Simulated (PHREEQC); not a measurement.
Make-up at 40 °C: 18 mmol/kgw LiOH, 13 mmol/kgw CO2 and 0.039 mmol/kgw K2CO3. Closed to the air; pH follows from the charge balance.

All values are PHREEQC results (ion-association model, wateq4f.dat), not measurements.

| quantity | before | after |
|---|---|---|
| pH | 9.80 | 4.27 |
| ionic strength (mol/kgw) | 0.0229 | 0.0181 |
| HCO3- (mol/kgw) | 0.00821 | 0.000138 |
| CO3-2 (mol/kgw) | 0.00483 | 2.29e-10 |
| CO2 (mol/kgw) | 2.20e-6 | 0.0129 |

Problem. Which change was made?
A) LiOH replaced by LiNO3 at the same molality
B) CO2 from 0.013 to 0.0013 mol/kgw
C) 0.023 mol/kgw HF added
D) LiOH from 0.018 to 0.009 mol/kgw
E) LiOH from 0.018 to 0.036 mol/kgw

Solution. A, LiOH replaced by LiNO3 at the same molality

No solid was allowed to form. Constants without temperature data keep their 25 °C values here.
